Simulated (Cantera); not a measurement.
Charge: 1 mol CCl4, 0.9 mol HCl, 0.81 mol CH4, equilibrated at 3.60 mbar.

These are equilibrium values from Cantera (NASA tables, ideal gas, pure condensed phases), not measurements of a reactor. Candidate condensed phases: C, C6H6, C7H8, C8H18; 91 gas species. Kinetics and transport are ignored. All values below are at 902 °C.

Base state: HCl 0.908, Cl2 0.0751, Cl 0.0165 (mole fractions); condensed: C(graphite).

### Question
What changes in the equilibrium state with this change: CCl4 replaced by CF4?

### Answer
```
species           before     after
----------------  ------  --------
HF                     0     0.775
HCl                0.908     0.169
CF4                    0    0.0341
Cl2               0.0751    0.0141
Cl                0.0165   0.00717
CClF3                  0  0.000370
C(graphite), mol    1.81      1.66
```
Gases not in the tables: C2F6 and larger saturated fluorocarbons.

### Question
What changes in the equilibrium state with this change: CCl4 replaced by CH3Cl?

### Answer
```
species            before    after
----------------  -------  -------
H2                9.62e-9    0.580
HCl                 0.908    0.420
CH4                 <1e-9  2.32e-5
Cl2                0.0751    <1e-9
Cl                 0.0165  9.86e-7
C(graphite), mol     1.81     1.81
```
